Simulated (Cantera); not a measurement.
# Pb + CO + N2 (iron carbonyl, mercury and lead vapours)

A closed system holds: 1 mol Pb, 3.1 mol CO, 3.5 mol N2, equilibrated at 2.00 bar.

These are equilibrium values from Cantera (NASA tables, ideal gas, pure condensed phases), not measurements of a reactor. Candidate condensed phases: C, Pb, PbO, PbO2, Pb3O4; 27 gas species. Kinetics and transport are ignored.

From 723 K to 1623 K the condensed part is C(graphite) + Pb(l).

```json
[
 {"T (K)": "723", "x N2": "0.690", "x CO": "0.00979", "x CO2": "0.301", "x Pb": "1.55e-9", "x Pb2": "<1e-12", "x PbO": "<1e-12", "x C2N2": "<1e-12", "n C(graphite)": "1.53", "n Pb(l)": "1.00"},
 {"T (K)": "873", "x N2": "0.657", "x CO": "0.103", "x CO2": "0.240", "x Pb": "3.18e-7", "x Pb2": "<1e-12", "x PbO": "<1e-12", "x C2N2": "<1e-12", "n C(graphite)": "1.28", "n Pb(l)": "1.000"},
 {"T (K)": "1023", "x N2": "0.575", "x CO": "0.342", "x CO2": "0.0836", "x Pb": "1.33e-5", "x Pb2": "5.87e-11", "x PbO": "9.61e-12", "x C2N2": "<1e-12", "n C(graphite)": "0.509", "n Pb(l)": "1.000"},
 {"T (K)": "1173", "x N2": "0.536", "x CO": "0.452", "x CO2": "0.0114", "x Pb": "0.000211", "x Pb2": "5.93e-9", "x PbO": "1.65e-10", "x C2N2": "1.71e-12", "n C(graphite)": "0.0744", "n Pb(l)": "0.999"},
 {"T (K)": "1323", "x N2": "0.530", "x CO": "0.466", "x CO2": "0.00172", "x Pb": "0.00176", "x Pb2": "2.03e-7", "x PbO": "1.22e-9", "x C2N2": "6.42e-11", "n C(graphite)": "0.0113", "n Pb(l)": "0.988"},
 {"T (K)": "1473", "x N2": "0.526", "x CO": "0.465", "x CO2": "0.000366", "x Pb": "0.00942", "x Pb2": "3.31e-6", "x PbO": "5.84e-9", "x C2N2": "1.15e-9", "n C(graphite)": "0.00243", "n Pb(l)": "0.937"},
 {"T (K)": "1623", "x N2": "0.511", "x CO": "0.452", "x CO2": "9.99e-5", "x Pb": "0.0367", "x Pb2": "3.16e-5", "x PbO": "2.04e-8", "x C2N2": "1.18e-8", "n C(graphite)": "0.000685", "n Pb(l)": "0.748"}
]
```
x: gas mole fraction; n: condensed amount in mol.
